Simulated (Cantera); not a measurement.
What does this Cantera script print?

```python
import numpy as np
import cantera as ct

gas_names = [...]  # 110 gases of nasa_gas.yaml made of C, H, O
cond_names = """
    C(gr) C6H6(L) C7H8(L) C8H18(L),n-octa H2O(s) H2O(L)
""".split()


# ... load() reads the species with a 1 bar reference pressure and builds the phases ...
atoms = {
    'C6H6': {'C': 6, 'H': 6},
    'CO2': {'C': 1, 'O': 2},
    'H2': {'H': 2},
}
top_T = {'C(gr)': 4500}  # K; cautious upper limits of use, not melting points


# ... equilibrate(T, P, feed) seeds the gas with the atoms and calls Mixture.equilibrate('TP', solver="vcs", rtol=1e-11, max_steps=5000) ...
results = []
feed = {'C6H6': 1, 'CO2': 0.031, 'H2': 5.4}  # mol
P = 540  # Pa
for T in [1423, 1573, 1723, 1873, 2023, 2173, 2323, 2473, 2623, 2773]:
    mix = equilibrate(T, P, feed)
    results.append((T, P, feed, dict(zip(mix.species_names, mix.species_moles))))

top = {s: max(r[3][s] / sum(r[3][g] for g in gas_names) for r in results) for s in gas_names}
cols = sorted((s for s in top if top[s] > 1e-06), key=lambda s: -top[s])[:5]
seen = [c for c in cond_names if any(r[3].get(c, 0) > 1e-12 for r in results)]
print("log10 of partial pressures in bar; condensed amounts in mol")
print(f"{'T/K':>10s}" + "".join(f"{s[:9]:>10s}" for s in cols + seen))
for T, P, feed, n in results:
    ng = sum(n[g] for g in gas_names)
    print(f"{T:10.4g}" + "".join(f"{np.log10(max(n[s] / ng * P / 1e5, 1e-99)):10.3f}" for s in cols)
          + "".join(f"{n.get(c, 0):10.4g}" for c in seen))
```

Result:

```
log10 of partial pressures in bar; condensed amounts in mol
       T/K        H2         H C2H2,acet        CO        C3     C(gr)
      1423    -2.271    -6.313    -7.735    -4.403   -19.302     5.969
      1573    -2.271    -5.526    -6.956    -4.403   -16.399     5.969
      1723    -2.272    -4.875    -6.315    -4.403   -14.010     5.967
      1873    -2.275    -4.328    -5.781    -4.405   -12.011     5.964
      2023    -2.282    -3.863    -5.331    -4.408   -10.314     5.954
      2173    -2.300    -3.467    -4.956    -4.417    -8.857     5.933
      2323    -2.337    -3.132    -4.652    -4.433    -7.594     5.893
      2473    -2.406    -2.855    -4.422    -4.463    -6.488     5.826
      2623    -2.523    -2.637    -4.274    -4.508    -5.513     5.717
      2773    -2.706    -2.482    -4.222    -4.565    -4.646     5.454
```

These are equilibrium values from Cantera (NASA tables, ideal gas, pure condensed phases), not measurements of a reactor.
